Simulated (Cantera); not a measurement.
A perfectly stirred reactor is fed with 0.574 % CH₄, 5.27 % O₂, 94.2 % N₂, at 10.0 bar; it is held at 900 K, and followed from long to short residence time.

Detailed kinetics in Cantera: GRI-Mech 3.0 (53 species, 325 reactions).

One state of this run: x CH₄ = 0.00412; x O₂ = 0.0503; x CO₂ = 0.000159; x H₂O = 0.00290; x CH₂CO = 2.02e-7; x NO = <1e-12. x: mole fraction; the columns are a selection and need not sum to one.

Which value of τ (s) does it belong to?
A. 0.27
B. 0.085
C. 0.00079
D. 2.9

A, 0.27
